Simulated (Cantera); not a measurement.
Charge: 1 mol SiC, 4.8 mol N2O, 460 mol H2, 0.00033 mol N2, at 130 Pa.

Method: chemical equilibrium by Gibbs-energy minimisation in Cantera with the NASA 1993 tables (ideal gas, pure condensed phases). Candidate condensed phases: C, C6H6, C7H8, C8H18, H2O, Si, SiC, SiO2, Si2N2O, Si3N4; 151 gas species. The numbers say what is thermodynamically allowed, not how fast it happens.

### Question
At 1825 K, list the 5 most abundant gas species with their mole fractions, and the condensed phases.

### Answer
H2 0.968, H 0.0120, N2 0.0102, H2O 0.00595, SiO 0.00213. Condensed: gas only.
